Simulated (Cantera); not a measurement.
A Cantera script and what it prints.

```python
import numpy as np
import cantera as ct

gas_names = """
    CS2 H C2H6
""".split()
cond_names = """
    Ca(a) Ca(b) Ca(L) CaS(s)
""".split()


def load(file, names, dense=False):
    # The tables refer to 1 bar. Condensed volumes are neglected.
    table = {s.name: s for s in ct.Species.list_from_file(file)}
    out = []
    for n in names:
        d = dict(table[n].input_data)
        d["thermo"] = dict(d["thermo"], **{"reference-pressure": 1e5})
        if dense:
            d["equation-of-state"] = {"model": "constant-volume", "density": "1e6 g/cm^3"}
        out.append(ct.Species.from_dict(d))
    return out


species = {s.name: s for s in load("nasa_gas.yaml", gas_names) + load("nasa_condensed.yaml", cond_names)}
# Each term lists the table entries of one substance; the one whose range holds T is used.
reactions = {
    '2 CS2(g) + 4 Ca + 6 H(g) = 4 CaS + C2H6(g)':
        [(-2, ['CS2']), (-4, ['Ca(a)', 'Ca(b)', 'Ca(L)']), (-6, ['H']), (4, ['CaS(s)']), (1, ['C2H6'])],
}


def pick(names, T):
    return next(species[n] for n in names if species[n].thermo.min_temp <= T <= species[n].thermo.max_temp)


results = []
for label, terms in reactions.items():
    print(label)
    print("     T/K   dH/kJ  dS/(J/K)   dG/kJ   log10 K")
    for T in [1623, 1673, 1723, 1773, 1823, 1873, 1923, 1973, 2023, 2073]:
        used = [(nu, pick(names, T)) for nu, names in terms]
        dH = sum(nu * s.thermo.h(T) for nu, s in used) / 1e6
        dS = sum(nu * s.thermo.s(T) for nu, s in used) / 1e3
        dG = dH - T * dS / 1e3
        logK = -dG * 1e6 / (ct.gas_constant * T * np.log(10))
        results.append((label, T, dH, dS, dG, logK, [s.name for _, s in used]))
        print(f"{T:8g} {dH:8.1f} {dS:8.1f} {dG:8.1f} {logK:8.2f}")
```

Output:

```
2 CS2(g) + 4 Ca + 6 H(g) = 4 CaS + C2H6(g)
     T/K   dH/kJ  dS/(J/K)   dG/kJ   log10 K
    1623  -3617.4  -1004.1  -1987.7    63.97
    1673  -3618.6  -1004.9  -1937.5    60.49
    1723  -3619.8  -1005.5  -1887.2    57.21
    1773  -3620.8  -1006.1  -1836.9    54.12
    1823  -3621.7  -1006.6  -1786.6    51.19
    1873  -3622.6  -1007.1  -1736.3    48.42
    1923  -3623.3  -1007.5  -1685.9    45.79
    1973  -3624.0  -1007.9  -1635.5    43.30
    2023  -3624.6  -1008.2  -1585.1    40.93
    2073  -3625.1  -1008.4  -1534.7    38.67
```

Source: NASA polynomial tables (part measured, part estimated), evaluated in Cantera. Condensed species are held in their standard states even where they would react or evaporate.
